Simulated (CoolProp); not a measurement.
cis-2-butene along the isobar 5.11 MPa: density (kg/m³) from the reference equation and from simpler models built on Tc = 162.6 °C, pc = 4.236 MPa, ω = 0.202; each cubic takes its own stable root.

The numbers come from the reference Helmholtz-energy equation of state, Lemmon 2005 in CoolProp. It is a short technical equation, of lower accuracy than the large ones.

| T (°C) | phase | reference |
|---|---|---|
| -101.85 | liquid | 754.1 |
| -78.15 | liquid | 730.1 |
| -54.45 | liquid | 706.2 |
| -30.75 | liquid | 682.1 |
| -7.05 | liquid | 657.5 |
| 16.65 | liquid | 631.9 |
| 40.35 | liquid | 605.0 |
| 64.05 | liquid | 576.1 |
| 87.75 | liquid | 544.1 |
| 111.45 | liquid | 507.3 |
| 135.15 | liquid | 461.5 |
| 158.85 | liquid | 392.0 |
| 182.55 | supercritical | 169.0 |
| 206.25 | supercritical | 116.7 |

**Question.** How far does each simpler model (van der Waals, Redlich-Kwong, Soave-Redlich-Kwong, Peng-Robinson) lie from the reference over these 14 states: mean and median of the absolute difference, and the worst?

**Answer.** 
- van der Waals: mean 32.5 %, median 36.4 %, worst -39.2 % at -101.85 °C and 5.11 MPa
- Redlich-Kwong: mean 9.8 %, median 9.5 %, worst -18.0 % at 158.85 °C and 5.11 MPa
- Soave-Redlich-Kwong: mean 8.7 %, median 7.8 %, worst -17.3 % at 158.85 °C and 5.11 MPa
- Peng-Robinson: mean 3.4 %, median 3.3 %, worst -8.2 % at 158.85 °C and 5.11 MPa
